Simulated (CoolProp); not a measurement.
The numbers come from the reference Helmholtz-energy equation of state, Lemmon 2013 in CoolProp.

### Question
For propylene, give the phase and the viscosity (µPa s), Prandtl number at 235.8 K and 1.01 bar; 331.2 K and 1.01 bar; 522.1 K and 1.01 bar.

### Answer
- 235.8 K and 1.01 bar: gas; viscosity 6.67, Prandtl number 0.792
- 331.2 K and 1.01 bar: gas; viscosity 9.53, Prandtl number 0.770
- 522.1 K and 1.01 bar: gas; viscosity 14.7, Prandtl number 0.746

Viscosity comes from a separate model (Huber 2003), an estimate that may be off by 10 % or more. Thermal conductivity comes from a separate model (Huber 2003), an estimate that may be off by 10 % or more.
